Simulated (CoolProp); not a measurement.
Vapour-liquid equilibrium of C3F8 (R218) (1) + c-C4F8 (RC318) (2) at 318.9 K; x and y are mole fractions of (1).

The numbers come from the multi-fluid Helmholtz-energy mixture model, Lemmon 2006 and Platzer 1990; pair parameters Bell 2016 in CoolProp. This equation is an older, rougher fit; its heat capacities, sound speeds and derivatives of the liquid may be far off and weren't checked against measurements.

```csv
x,bubble pressure (MPa),y at the bubble point,dew pressure at overall composition x (MPa),liquid density (mol/L)
0.05,0.5898,0.067,0.5865,7.054
0.125,0.6151,0.175,[?],7.059
0.2,0.6493,0.286,0.6221,7.057
0.275,0.6926,[?],0.6456,7.046
0.35,0.7447,0.495,0.6737,[?]
0.425,0.8049,0.587,[?],6.997
0.5,0.8726,0.669,0.7473,[?]
0.575,0.9469,0.740,0.7958,6.906
0.65,1.027,0.801,0.8554,6.842
0.725,1.112,0.854,0.9298,6.763
0.8,1.202,0.900,1.025,6.666
0.875,1.296,0.941,1.150,6.547
0.95,1.395,0.977,1.320,6.400
```

Task: What belongs in the gaps?

Result: 
- 0.125, dew pressure at overall composition x (MPa): 0.6025
- 0.275, y at the bubble point: 0.394
- 0.35, liquid density (mol/L): 7.026
- 0.425, dew pressure at overall composition x (MPa): 0.7071
- 0.5, liquid density (mol/L): 6.957

No azeotrope shows between x = 0.05 and 0.95.

The pair parameters rest on a limited set of measurements; away from them the model extrapolates.
